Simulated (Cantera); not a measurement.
An adiabatic, constant-volume homogeneous reactor starts with CH₃OH : O₂ : N₂ = 1 : 2.94 : 11.1 (molar parts), equivalence ratio 0.51, at 1450 K and 1.00 bar. Integrator tolerance rtol = 1e-08.

Cantera simulation using GRI-Mech 3.0 (53 species, 325 reactions); the numbers are that mechanism's predictions, not measurements. GRI-Mech 3.0 was tuned for natural gas; its chemistry of methanol as a main component is partial and can be far from experiment.

| quantity | before | after |
|---|---|---|
| time of steepest temperature rise | 0.421 ms | 0.348 ms |
| temperature at 5.00 s | 2589 K | 2840 K |
| equilibrium temperature | 2589 K | 2840 K |
| x(CH₃OH) at 5.00 s | <1e-12 (gas-phase equilibrium <1e-12) | <1e-12 (gas-phase equilibrium <1e-12) |
| x(O₂) at 5.00 s | 0.0835 (gas-phase equilibrium 0.0835) | 0.0295 (gas-phase equilibrium 0.0295) |
| x(H₂O) at 5.00 s | 0.117 (gas-phase equilibrium 0.117) | 0.171 (gas-phase equilibrium 0.171) |
| x(CH₂O) at 5.00 s | 1.65e-11 (gas-phase equilibrium 1.65e-11) | 6.46e-10 (gas-phase equilibrium 6.46e-10) |
| x(HCN) at 5.00 s | 3.17e-11 (gas-phase equilibrium 3.17e-11) | 2.01e-9 (gas-phase equilibrium 2.01e-9) |
| x(N₂O) at 5.00 s | 1.14e-6 (gas-phase equilibrium 1.14e-6) | 9.60e-7 (gas-phase equilibrium 9.60e-7) |
| x(NO) at 5.00 s | 0.0159 (gas-phase equilibrium 0.0159) | 0.0130 (gas-phase equilibrium 0.0130) |

### Question
What was changed between the two runs?
(A) pressure from 1.00 bar to 10.0 bar
(B) CH3OH 1 to 1.8 parts
(C) initial temperature 1450 to 1100 K
(D) initial temperature 1450 to 1350 K

### Answer
B, CH3OH 1 to 1.8 parts
